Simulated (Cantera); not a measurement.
A jet of CH4 : O2 : N2 = 0.052 : 0.11 : 0.79 (molar parts), equivalence ratio 0.95 at 300 K and 7600 Pa hits a platinum plate 8.2 cm away at a mass flux of 0.045 kg/m²/s; the plate temperature is set and raised in steps from an oxygen-covered start.

Model: Deutschmann's 1995 Pt surface mechanism with GRI-Mech 3.0 gas chemistry, integrated in Cantera. Catalytic surfaces can have several steady states; this one follows from the mechanism file's or the stated starting coverage.

One state of this run: wall x CH4 = 0.0168; wall x O2 = 0.0349; wall x H2O = 0.0705; wall x OH = 1.31e-7; wall x CO = 1.09e-5; wall x CO2 = 0.0467; θ free Pt = 0.353; θ O* = 0.645; θ OH* = 0.00190. x: mole fraction at the wall; θ: surface coverage.

Task: Which value of plate T (K) does it belong to?
A. 950
B. 1100
C. 900
D. 850

Result: A, 950
